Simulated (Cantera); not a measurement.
An isothermal, constant-pressure homogeneous reactor starts with H2 : O2 = 0.25 : 1 (molar parts), at 1350 K and 0.0132 atm.

Computed with Cantera and the H2/O2 subset of GRI-Mech 3.0, which has no nitrogen chemistry. Radical loss at walls, strong at low pressure, is not modelled. The temperature is held fixed by assumption; the heat of reaction is taken as removed at once.

Q: Predict: x(H2) at 10.0 s; x(O2) at 10.0 s; x(O) at 10.0 s; x(H2O) at 10.0 s; x(H2O2) at 10.0 s; x(HO2) at 10.0 s; x(OH) at 10.0 s.

A: 
```json
{
 "x(H2) at 10.0 s": "5.24e-7 (gas-phase equilibrium 4.48e-7)",
 "x(O2) at 10.0 s": "0.778 (gas-phase equilibrium 0.778)",
 "x(O) at 10.0 s": "3.79e-6 (gas-phase equilibrium 3.24e-6)",
 "x(H2O) at 10.0 s": "0.222 (gas-phase equilibrium 0.222)",
 "x(H2O2) at 10.0 s": "1.95e-9 (gas-phase equilibrium 1.79e-9)",
 "x(HO2) at 10.0 s": "7.60e-8 (gas-phase equilibrium 7.99e-8)",
 "x(OH) at 10.0 s": "0.000121 (gas-phase equilibrium 0.000112)"
}
```
